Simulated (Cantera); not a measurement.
Input (Python, Cantera) and output of one run.

```python
import numpy as np
import cantera as ct

gas_names = """
    B BH BH2 BH3 BN BO BO2 B2 B2O B2O2 B2O3 B3O3H3 H HBO HBO2 HNO HNO2 HNO3 HO2 H2 H2O H2O2 H3B3O6 N NH
    NH2 NH3 NH2OH NO NO2 NO3 N2 N2H2 N2H4 N2O O OH O2 O3
""".split()
cond_names = """
    B(b) B(L) BN(s) B2O3(L) B3O3H3(cr) H2O(s) H2O(L)
""".split()


# ... load() reads the species with a 1 bar reference pressure and builds the phases ...
atoms = {
    'borazine': {'B': 3, 'N': 3, 'H': 6},
    'O2': {'O': 2},
    'H2': {'H': 2},
}
top_T = {'BN(s)': 3200}  # K; cautious upper limits of use, not melting points


# ... equilibrate(T, P, feed) seeds the gas with the atoms and calls Mixture.equilibrate('TP', solver="vcs", rtol=1e-11, max_steps=5000) ...
results = []
P = 1000  # Pa
for T in [948, 998, 1048, 1098, 1148, 1198, 1248, 1298, 1348, 1398, 1448, 1498, 1548]:
    for m in [4.1, 11, 19, 26, 33, 41, 48, 55]:
        feed = {'borazine': 1, 'O2': 0.57, 'H2': m}  # mol
        mix = equilibrate(T, P, feed)
        results.append((T, P, feed, dict(zip(mix.species_names, mix.species_moles))))

for T, P, feed, n in results:
    print(f"{T:7g} {feed['H2']:10.4g}  " + (" + ".join(c for c in cond_names if n.get(c, 0) > 1e-12) or "gas only"))
```

It prints:

```
    948        4.1  BN(s) + B2O3(L)
    948         11  BN(s) + B2O3(L)
    948         19  BN(s) + B2O3(L)
    948         26  BN(s) + B2O3(L)
    948         33  BN(s) + B2O3(L)
    948         41  BN(s) + B2O3(L)
    948         48  BN(s) + B2O3(L)
    948         55  BN(s) + B2O3(L)
    998        4.1  BN(s) + B2O3(L)
    998         11  BN(s) + B2O3(L)
    998         19  BN(s) + B2O3(L)
    998         26  BN(s) + B2O3(L)
    998         33  BN(s) + B2O3(L)
    998         41  BN(s) + B2O3(L)
    998         48  BN(s) + B2O3(L)
    998         55  BN(s) + B2O3(L)
   1048        4.1  BN(s) + B2O3(L)
   1048         11  BN(s) + B2O3(L)
   1048         19  BN(s) + B2O3(L)
   1048         26  BN(s) + B2O3(L)
   1048         33  BN(s) + B2O3(L)
   1048         41  BN(s) + B2O3(L)
   1048         48  BN(s) + B2O3(L)
   1048         55  BN(s) + B2O3(L)
   1098        4.1  BN(s) + B2O3(L)
   1098         11  BN(s) + B2O3(L)
   1098         19  BN(s) + B2O3(L)
   1098         26  BN(s) + B2O3(L)
   1098         33  BN(s) + B2O3(L)
   1098         41  BN(s) + B2O3(L)
   1098         48  BN(s) + B2O3(L)
   1098         55  BN(s) + B2O3(L)
   1148        4.1  BN(s) + B2O3(L)
   1148         11  BN(s) + B2O3(L)
   1148         19  BN(s) + B2O3(L)
   1148         26  BN(s) + B2O3(L)
   1148         33  BN(s) + B2O3(L)
   1148         41  BN(s) + B2O3(L)
   1148         48  BN(s) + B2O3(L)
   1148         55  BN(s) + B2O3(L)
   1198        4.1  BN(s) + B2O3(L)
   1198         11  BN(s) + B2O3(L)
   1198         19  BN(s) + B2O3(L)
   1198         26  BN(s) + B2O3(L)
   1198         33  BN(s) + B2O3(L)
   1198         41  BN(s) + B2O3(L)
   1198         48  BN(s) + B2O3(L)
   1198         55  BN(s) + B2O3(L)
   1248        4.1  BN(s) + B2O3(L)
   1248         11  BN(s) + B2O3(L)
   1248         19  BN(s) + B2O3(L)
   1248         26  BN(s) + B2O3(L)
   1248         33  BN(s) + B2O3(L)
   1248         41  BN(s) + B2O3(L)
   1248         48  BN(s) + B2O3(L)
   1248         55  BN(s) + B2O3(L)
   1298        4.1  BN(s) + B2O3(L)
   1298         11  BN(s) + B2O3(L)
   1298         19  BN(s) + B2O3(L)
   1298         26  BN(s) + B2O3(L)
   1298         33  BN(s) + B2O3(L)
   1298         41  BN(s) + B2O3(L)
   1298         48  BN(s) + B2O3(L)
   1298         55  BN(s) + B2O3(L)
   1348        4.1  BN(s) + B2O3(L)
   1348         11  BN(s) + B2O3(L)
   1348         19  BN(s) + B2O3(L)
   1348         26  BN(s) + B2O3(L)
   1348         33  BN(s) + B2O3(L)
   1348         41  BN(s) + B2O3(L)
   1348         48  BN(s) + B2O3(L)
   1348         55  BN(s) + B2O3(L)
   1398        4.1  BN(s) + B2O3(L)
   1398         11  BN(s) + B2O3(L)
   1398         19  BN(s) + B2O3(L)
   1398         26  BN(s) + B2O3(L)
   1398         33  BN(s) + B2O3(L)
   1398         41  BN(s) + B2O3(L)
   1398         48  BN(s) + B2O3(L)
   1398         55  BN(s) + B2O3(L)
   1448        4.1  BN(s) + B2O3(L)
   1448         11  BN(s) + B2O3(L)
   1448         19  BN(s) + B2O3(L)
   1448         26  BN(s) + B2O3(L)
   1448         33  BN(s) + B2O3(L)
   1448         41  BN(s) + B2O3(L)
   1448         48  BN(s) + B2O3(L)
   1448         55  BN(s) + B2O3(L)
   1498        4.1  BN(s) + B2O3(L)
   1498         11  BN(s) + B2O3(L)
   1498         19  BN(s) + B2O3(L)
   1498         26  BN(s) + B2O3(L)
   1498         33  BN(s) + B2O3(L)
   1498         41  BN(s) + B2O3(L)
   1498         48  BN(s)
   1498         55  BN(s)
   1548        4.1  BN(s) + B2O3(L)
   1548         11  BN(s) + B2O3(L)
   1548         19  BN(s) + B2O3(L)
   1548         26  BN(s)
   1548         33  BN(s)
   1548         41  BN(s)
   1548         48  BN(s)
   1548         55  BN(s)
```

Equilibrium computed with Cantera from the NASA thermochemical tables; the gas is ideal and each condensed phase is pure. The feed counts by its element totals alone. Mutual solubility and eutectic melting of coexisting phases are not modelled.
